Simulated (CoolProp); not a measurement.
Vapour-liquid equilibrium of R13 (1) + isobutane (2) at 281.5 K; x and y are mole fractions of (1).

Computed with CoolProp (multi-fluid Helmholtz-energy mixture model, Platzer 1990 and Bücker 2006; pair parameters Bell 2016). This equation is an older, rougher fit; its heat capacities, sound speeds and derivatives of the liquid may be far off and weren't checked against measurements.

```json
[
 {"x": "0.05", "bubble pressure, mixture model (MPa)": "0.3561", "bubble pressure, Raoult's law (MPa)": "0.3197", "y, mixture model": "0.414", "y, Raoult's law": "0.379"},
 {"x": "0.125", "bubble pressure, mixture model (MPa)": "0.5605", "bubble pressure, Raoult's law (MPa)": "0.4857", "y, mixture model": "0.633", "y, Raoult's law": "0.624"},
 {"x": "0.2", "bubble pressure, mixture model (MPa)": "0.7464", "bubble pressure, Raoult's law (MPa)": "0.6518", "y, mixture model": "0.730", "y, Raoult's law": "0.744"},
 {"x": "0.275", "bubble pressure, mixture model (MPa)": "0.9163", "bubble pressure, Raoult's law (MPa)": "0.8179", "y, mixture model": "0.785", "y, Raoult's law": "0.815"},
 {"x": "0.35", "bubble pressure, mixture model (MPa)": "1.073", "bubble pressure, Raoult's law (MPa)": "0.9840", "y, mixture model": "0.822", "y, Raoult's law": "0.862"},
 {"x": "0.425", "bubble pressure, mixture model (MPa)": "1.219", "bubble pressure, Raoult's law (MPa)": "1.150", "y, mixture model": "0.850", "y, Raoult's law": "0.896"},
 {"x": "0.5", "bubble pressure, mixture model (MPa)": "1.359", "bubble pressure, Raoult's law (MPa)": "1.316", "y, mixture model": "0.872", "y, Raoult's law": "0.921"},
 {"x": "0.575", "bubble pressure, mixture model (MPa)": "1.495", "bubble pressure, Raoult's law (MPa)": "1.482", "y, mixture model": "0.890", "y, Raoult's law": "0.940"},
 {"x": "0.65", "bubble pressure, mixture model (MPa)": "1.632", "bubble pressure, Raoult's law (MPa)": "1.648", "y, mixture model": "0.908", "y, Raoult's law": "0.956"},
 {"x": "0.725", "bubble pressure, mixture model (MPa)": "1.774", "bubble pressure, Raoult's law (MPa)": "1.814", "y, mixture model": "0.925", "y, Raoult's law": "0.968"},
 {"x": "0.8", "bubble pressure, mixture model (MPa)": "1.926", "bubble pressure, Raoult's law (MPa)": "1.980", "y, mixture model": "0.942", "y, Raoult's law": "0.979"},
 {"x": "0.875", "bubble pressure, mixture model (MPa)": "2.093", "bubble pressure, Raoult's law (MPa)": "2.147", "y, mixture model": "0.961", "y, Raoult's law": "0.988"},
 {"x": "0.95", "bubble pressure, mixture model (MPa)": "2.281", "bubble pressure, Raoult's law (MPa)": "2.313", "y, mixture model": "0.983", "y, Raoult's law": "0.995"}
]
```

The largest gap from Raoult's law is +15.4 % in bubble pressure, at x = 0.125. No azeotrope shows between x = 0.05 and 0.95.

Pair parameters are fitted to limited data, so mixtures are less certain than the pure fluids. The gap from Raoult's law changes sign with composition, which may be real or a fault of the pair parameters; it wasn't checked against measurements.
